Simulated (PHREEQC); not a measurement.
Model water analysis in mmol/kgw, 20 °C, pH 6.87, pe 2.6:

| constituent | mmol/kgw |
|---|---|
| Na | 0.000378 |
| K | 2.12e-05 |
| Ca | 0.000608 |
| Mg | 0.00017 |
| Cl | 0.000427 |
| S(6) | 0.000211 |
| Alkalinity (meq/kgw) | 0.0011 |
| Si | 2.52e-06 |
| Fe(2) | 5.38e-05 |
| F | 5.2e-05 |
| B | 1.36e-05 |

Valence states are taken as typed.

Equilibrium calculation in PHREEQC: ion-association model, phreeqc.dat.

Each row changes one thing in this solution. No solid was allowed to form.

```json
[
 {"case": "as made", "HCO3- (mol/kgw)": "1.18e-6", "CO2 (mol/kgw)": "3.84e-7", "CO3-2 (mol/kgw)": "3.72e-10", "FeOH+ (mol/kgw)": "8.56e-11", "H2BO3- (mol/kgw)": "5.28e-11", "CaSO4 (mol/kgw)": "2.16e-11", "SI of Quartz (SiO2)": "-4.54"},
 {"case": "pH from 6.87 to 7.17 at the same alkalinity", "HCO3- (mol/kgw)": "1.06e-6", "CO2 (mol/kgw)": "1.73e-7", "CO3-2 (mol/kgw)": "6.67e-10", "FeOH+ (mol/kgw)": "1.71e-10", "H2BO3- (mol/kgw)": "1.05e-10", "CaSO4 (mol/kgw)": "2.16e-11", "SI of Quartz (SiO2)": "-4.54"},
 {"case": "Ca from 0.000608 to 0.00122 mmol/kgw", "HCO3- (mol/kgw)": "1.18e-6", "CO2 (mol/kgw)": "3.84e-7", "CO3-2 (mol/kgw)": "3.72e-10", "FeOH+ (mol/kgw)": "8.55e-11", "H2BO3- (mol/kgw)": "5.28e-11", "CaSO4 (mol/kgw)": "4.32e-11", "SI of Quartz (SiO2)": "-4.54"},
 {"case": "Alkalinity from 0.0011 to 0.0022 mmol/kgw", "HCO3- (mol/kgw)": "2.28e-6", "CO2 (mol/kgw)": "7.40e-7", "CO3-2 (mol/kgw)": "7.17e-10", "FeOH+ (mol/kgw)": "8.55e-11", "H2BO3- (mol/kgw)": "5.28e-11", "CaSO4 (mol/kgw)": "2.16e-11", "SI of Quartz (SiO2)": "-4.54"},
 {"case": "temperature from 20 to 50 °C at the same typed pH", "HCO3- (mol/kgw)": "8.27e-7", "CO2 (mol/kgw)": "2.15e-7", "CO3-2 (mol/kgw)": "4.13e-10", "FeOH+ (mol/kgw)": "6.93e-10", "H2BO3- (mol/kgw)": "8.80e-11", "CaSO4 (mol/kgw)": "2.66e-11", "SI of Quartz (SiO2)": "-4.96"}
]
```

Complexes and solids missing from the database can't appear. At this temperature some constants are extrapolated from 25 °C, and those without enthalpy data are left unchanged. SiF6-2 is the database's only silicon fluoride. Real BF4- forms and hydrolyses slowly; the run takes it at equilibrium. Fluoro complexes past AlF4- and FeF3 are missing from the database.
